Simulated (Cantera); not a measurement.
Mixture: CH₄ : CO : O₂ : N₂ : H₂O = 1 : 0.07 : 0.925 : 2.41 : 0.17 (molar parts), equivalence ratio 2.2, at 6230 Torr, adiabatic and at constant pressure. Ignition delay is the time to a rise of 400 K.

Computed with Cantera and GRI-Mech 3.0 (53 species, 325 reactions).

Predict: delay at 1048 K; delay at 1198 K; delay at 1348 K; delay at 1498 K; delay at 1648 K; apparent activation energy between 1498 and 1648 K.


```
Quantity                                                 Value
--------------------------------------------------  ----------
delay at 1048 K                                        72.2 ms
delay at 1198 K                                        8.37 ms
delay at 1348 K                                        1.38 ms
delay at 1498 K                                       0.280 ms
delay at 1648 K                                        67.0 µs
apparent activation energy between 1498 and 1648 K  200 kJ/mol
```
